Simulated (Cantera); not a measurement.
# Adiabatic ignition

An adiabatic, constant-pressure homogeneous reactor starts with 10.2 % CH₄, 0.427 % CO, 15.7 % O₂, 59.4 % N₂, 14.2 % H₂O, equivalence ratio 1.3, at 1500 K and 14.0 bar.

Model: GRI-Mech 3.0 (53 species, 325 reactions), integrated in Cantera. The pressure lies above the range GRI-Mech 3.0 was tuned for (to about 10 atm).

```
t (s)     T (K)     x CH₄     x CO      x O₂      x H      x H₂     x N₂O     x NO
--------  -----  --------  -------  --------  -------  --------  --------  -------
2.00e-6    1500     0.102  0.00427     0.157  9.14e-9   4.03e-7  9.67e-12   <1e-12
6.32e-6    1500     0.102  0.00427     0.157  2.08e-8   2.29e-6  7.01e-11   <1e-12
2.00e-5    1500     0.101  0.00427     0.157  6.55e-8   1.99e-5  4.21e-10   <1e-12
6.32e-5    1504     0.100  0.00435     0.157  2.03e-7  0.000185   2.72e-9   <1e-12
0.000200   1728    0.0590   0.0222     0.121  5.37e-5    0.0166   1.08e-7  1.80e-9
0.000632   2727  3.98e-12   0.0517  0.000797  0.00354    0.0435   2.76e-7  0.00115
0.00200    2724  4.12e-12   0.0518  0.000767  0.00351    0.0438   2.99e-7  0.00169
0.00632    2724  4.12e-12   0.0518  0.000767  0.00351    0.0438   2.99e-7  0.00169
0.0200     2724  4.12e-12   0.0518  0.000767  0.00351    0.0438   2.99e-7  0.00169
0.0632     2724  4.12e-12   0.0518  0.000767  0.00351    0.0438   2.99e-7  0.00169
0.200      2724  4.12e-12   0.0518  0.000767  0.00351    0.0438   2.99e-7  0.00169
```
x: mole fraction; the columns are a selection and need not sum to one.

| Quantity | Result |
|---|---|
| time of steepest temperature rise | 0.207 ms |
| temperature at 0.200 s | 2724 K |
| equilibrium temperature | 2724 K |
| x(CH₄) at 0.200 s | 4.12e-12 (gas-phase equilibrium 4.76e-12) |
| x(CO) at 0.200 s | 0.0518 (gas-phase equilibrium 0.0518) |
| x(O₂) at 0.200 s | 0.000767 (gas-phase equilibrium 0.000767) |
